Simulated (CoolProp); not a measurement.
Vapour-liquid equilibrium of isobutane (1) + isobutene (2) at 321.5 K; x and y are mole fractions of (1).

Computed with CoolProp (multi-fluid Helmholtz-energy mixture model, Bücker 2006 and Lemmon 2005; pair parameters Bell 2016).

```
x     bubble pressure, mixture model (MPa)  bubble pressure, Raoult's law (MPa)  y, mixture model  y, Raoult's law
----  ------------------------------------  -----------------------------------  ----------------  ---------------
0.05                                     …                               0.5888             0.057            0.056
0.15                                0.6005                               0.5960             0.167            0.165
0.25                                0.6096                               0.6033             0.273            0.272
0.35                                0.6181                               0.6105             0.375            0.377
0.45                                0.6258                               0.6177                 …            0.479
0.55                                0.6329                               0.6250             0.572            0.579
0.65                                0.6393                               0.6322             0.668            0.676
0.75                                0.6452                               0.6394                 …            0.771
0.85                                0.6505                               0.6467                 …            0.864
0.95                                0.6553                               0.6539             0.953            0.955
```

What belongs in the gaps?


- 0.05, bubble pressure, mixture model (MPa): 0.5905
- 0.45, y, mixture model: 0.475
- 0.75, y, mixture model: 0.764
- 0.85, y, mixture model: 0.858

The largest gap from Raoult's law is +1.3 % in bubble pressure, at x = 0.45. No azeotrope shows between x = 0.05 and 0.95.

The pair parameters rest on a limited set of measurements; away from them the model extrapolates.
